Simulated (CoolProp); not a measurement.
A single-stage vapour-compression cycle with the fluid: evaporating at 250.15 K (dew point), condensing at 297.15 K (bubble point), superheat 0 K, subcooling 2 K, compressor efficiency 0.9, no pressure losses. The same conditions are run with several fluids, on thermodynamics alone (safety and materials aside).

The numbers come from the reference Helmholtz-energy equation of state of each fluid (carbonyl sulfide: Lemmon 2006; vinyl chloride: Thol 2022; R407C: Lemmon 2003; R152A: Outcalt 1996; R227EA: Lemmon 2016; chlorine: Thol 2021) in CoolProp. Blends and air are pseudo-pure fits.

```
fluid             cooling COP  pressure ratio  discharge temperature (K)  refrigerating effect (kJ/kg)  volumetric capacity (kJ/m³)
----------------  -----------  --------------  -------------------------  ----------------------------  ---------------------------
carbonyl sulfide         3.99            4.07                      344.8                           232                         2190
vinyl chloride           4.15            5.59                      339.0                           295                          622
R407C                    3.34            6.12                      325.7                           165                         1380
R152A                    4.05            5.46                      322.1                           252                          889
R227EA                   3.62            5.86                      297.2                          84.3                          541
chlorine                 4.01            4.71                      378.8                           237                         1350
```

The compression ends wet for: R227EA.
